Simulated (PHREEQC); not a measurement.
1.2 g of hydrous ferric oxide (600 m²/g; 0.2 weak and 0.005 strong sites per Fe, Dzombak-Morel constants, diffuse double layer) in 1 kg of water with 0.05 mol/kgw of an inert sodium salt and 0.15 mmol/kgw Na2SeO3, at 25 °C; the pH is set by adding NaOH or the inert anion's acid. The system is closed to oxygen. The system is closed to CO2. Nothing may precipitate in this run.

Computed with PHREEQC (ion-association model, wateq4f.dat).

```
pH    Se sorbed (%)  surface charge σ (C/m²)  surface potential ψ (mV)
----  -------------  -----------------------  ------------------------
3              99.7                    0.320                       163
3.5            99.9                    0.302                       160
4             100.0                    0.267                       154
4.5           100.0                    0.217                       144
5             100.0                    0.164                       130
5.5           100.0               (withheld)                       112
6              99.9                    0.078                        93
6.5            99.9                    0.049                        71
7              99.7                    0.028                        47
7.5            99.4                    0.012                        22
8              98.0                   -0.002                        -4
8.5            92.4                   -0.015                (withheld)
9              72.3                   -0.031                       -51
9.5            36.3               (withheld)                       -71
10             10.5                   -0.075                       -91
10.5            2.3                   -0.112                      -110
11              0.5                   -0.159                      -127
```

Q: What belongs in the gaps?

A: 
- 5.5, surface charge σ (C/m²): 0.116
- 8.5, surface potential ψ (mV): -28
- 9.5, surface charge σ (C/m²): -0.050

Species that the database lacks are ignored. The database's selenite sorption wasn't checked against measurements; a fall in acid may be a fault of its surface constants. The oxide is taken as insoluble; below pH 4 it would dissolve.
